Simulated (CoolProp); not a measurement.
Vapour-liquid equilibrium of propane (1) + neopentane (2) at 305.4 K; x and y are mole fractions of (1).

Computed with CoolProp (multi-fluid Helmholtz-energy mixture model, Lemmon 2009 and Lemmon 2006; pair parameters Bell 2016).

```csv
x,bubble pressure (kPa),y at the bubble point,dew pressure at overall composition x (kPa),liquid density (mol/L)
0.05,237.3,0.132,?,?
0.15,283.6,0.339,240.7,8.402
0.25,335.2,0.501,261.5,8.696
0.35,396.5,0.634,286.4,9.003
0.45,470.9,0.742,316.8,9.320
0.55,561.7,0.828,?,9.644
0.65,670.3,?,405.7,9.967
0.75,795.5,0.940,477.5,10.28
0.85,932.7,0.972,592.3,10.57
0.95,1073,0.993,830.5,10.81
```

Question: Complete the blanks.

Answer: 
- 0.05, dew pressure at overall composition x (kPa): 222.8
- 0.05, liquid density (mol/L): 8.121
- 0.55, dew pressure at overall composition x (kPa): 355.1
- 0.65, y at the bubble point: 0.894

No azeotrope shows between x = 0.05 and 0.95.

The pair parameters rest on a limited set of measurements; away from them the model extrapolates.
